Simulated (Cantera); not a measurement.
A closed system holds: 1 mol CuO, 1.1 mol F₂, 3.6 mol H₂.

These are equilibrium values from Cantera (NASA tables, ideal gas, pure condensed phases), not measurements of a reactor. Candidate condensed phases: Cu, CuF₂, CuO, Cu(OH)₂, Cu₂O, H₂O; 27 gas species. The numbers say what is thermodynamically allowed, not how fast it happens.

Stable condensed phases, one row left out:

```
T in K \ P in Pa
              1    3.2     10     32    100    320   1000   3200  10000  32000 100000
   1900       A      A      A      A      A      A      B      B      B      B      B
   1850       A      A      A      A      A      A      B      B      B      B      B
   1800       A      A      A      A      A      B      B      B      B      B      B
   1750       A      A      A      A      A      B      B      B      B      B      B
   1700       A      A      A      A      B      B      B      B      B      B      B
   1650       A      A      A      A      B      B      B      B      B      B      B
   1550       A      A      A      B      B      B      B      B      B      B      B
   1500       A      A      B      B      B      B      B      B      B      B      B
   1450       A      B      B      B      B      B      B      B      B      B      B
```

A: gas only; B: Cu.

Task: Give the row for 1600 K.

Result: 1: gas only; 3.2: gas only; 10: gas only; 32: Cu; 100: Cu; 320: Cu; 1000: Cu; 3200: Cu; 10000: Cu; 32000: Cu; 100000: Cu.
